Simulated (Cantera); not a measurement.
Feed: 1 mol Al2O3, 1500 mol H2, 0.16 mol H2O, held at 1300 K and 140 Pa.

Equilibrium computed with Cantera from the NASA thermochemical tables; the gas is ideal and each condensed phase is pure. Candidate condensed phases: Al, Al2O3, H2O; 19 gas species. Kinetics and transport are ignored.

Base state: H2 1.000, H2O 0.000107, H 2.96e-5 (mole fractions); condensed: Al2O3(s).

### Question
What changes in the equilibrium state with this change: temperature from 1300 K to 2123 K?

### Answer
| species | before | after |
|---|---|---|
| H2 | 1.000 | 0.906 |
| H | 2.96e-5 | 0.0912 |
| H2O | 0.000107 | 0.00187 |
| Al | <1e-9 | 0.00109 |
| Al2O | <1e-9 | 5.97e-5 |
| AlOH | <1e-9 | 4.74e-5 |
| Al2O3(s), mol | 1.00 | 0 |
The tables' values for AlOH are old estimates; treat these amounts as uncertain.
